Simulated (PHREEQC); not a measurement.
A PHREEQC speciation (ion-association model, phreeqc.dat) at 20 °C gives pH 2.58 and these molalities:

```tsv
species	mol/kgw
SO4-2	0.0119
Cu+2	0.0111
CuSO4	0.00590
H+	0.00306
HSO4-	0.00154
```

**Question.** What are the element totals, and what could have been dissolved in 1 kg of water to give them?

**Answer.** This is not unique; one that fits is totals Cu(2) 0.0170, S(6) 0.0193 mol/kgw, from 17 mmol/kgw CuSO4 and 2.3 mmol/kgw H2SO4.

No solid was allowed to form. Complexes and solids missing from the database can't appear.
